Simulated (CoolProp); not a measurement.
50 sccm (0 °C, 1 atm) of nitrogen bubbles through liquid n-hexane at 310.9 K and leaves saturated at a total pressure of 0.15 MPa (ideal gas phase). Each further row changes one setting.

Computed with CoolProp (reference Helmholtz-energy equation of state, Thol 2019).

```
case                      vapour pressure (kPa)  mole fraction of vapour  delivery (mg/min)  delivery (sccm)  change of delivery for a bath 1 K warmer (%)
------------------------  ---------------------  -----------------------  -----------------  ---------------  --------------------------------------------
as stated                                  34.1                    0.228               56.6             14.7                                           5.2
bath temperature 315.9 K                   41.4                    0.276               73.3             19.1                                           5.4
total pressure 0.3 MPa                     34.1                    0.114               24.7             6.42                                           4.5
```
